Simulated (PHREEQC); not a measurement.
Solution (25 °C): 31 mmol/kgw (NH4)2SO4 and 59 mmol/kgw KBr. Closed to the air; pH follows from the charge balance.

The numbers come from PHREEQC with the ion-association model, phreeqc.dat.

This is a speciation only: nothing precipitates in the calculation.

Task: What pH does the model give?

Result: pH 5.50.

Task: In which forms is K present?

Result: K+ 95 %, KSO4- 4.9 % of the K.

Species that the database lacks are ignored.
